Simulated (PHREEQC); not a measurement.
## Ultrapure water in contact with air or piping (model solution)

A made-up water analysis in mmol/kgw, 22 °C, pH 6.99, pe 9.5:

| constituent | mmol/kgw |
|---|---|
| Na | 0.00782 |
| K | 5.06e-05 |
| Ca | 0.0126 |
| Mg | 0.000209 |
| Cl | 0.00529 |
| S(6) | 0.000318 |
| Alkalinity (meq/kgw) | 0.0275 |
| Sr | 0.000395 |
| B | 4.3e-05 |
| N(5) | 8.82e-06 |

Valence states are taken as typed.

The numbers come from PHREEQC with the ion-association model, wateq4f.dat.

Precipitation was switched off in this run.

### Question
Predict the charge-balance error.

### Answer
charge-balance error 1.2 %.

### Question
In which forms is C present?

### Answer
HCO3- 81 %, CO2 19 % of the C.
